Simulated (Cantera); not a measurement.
Mixture: H2 : O2 : N2 = 1 : 0.649 : 2.44 (molar parts), at 2700 Torr, adiabatic and at constant volume. Ignition delay is the time to a rise of 400 K.

Detailed kinetics in Cantera: the H2/O2 subset of GRI-Mech 3.0, which has no nitrogen chemistry. The hydrogen kinetics of GRI-Mech 3.0 are dated; newer H2 mechanisms differ, most at raised pressure. Below about 950 K walls govern HO2 and H2O2 in real vessels. Where the delays flatten at high temperature, the 400 K rule measures the pace of heat release, not the induction time.

### Question
Predict: delay at 850 K; delay at 1050 K; delay at 1250 K; delay at 1450 K; delay at 1650 K.

### Answer
| Property | Value |
|---|---|
| delay at 850 K | 1.01 s |
| delay at 1050 K | 2.00 ms |
| delay at 1250 K | 11.2 µs |
| delay at 1450 K | 4.46 µs |
| delay at 1650 K | 2.66 µs |
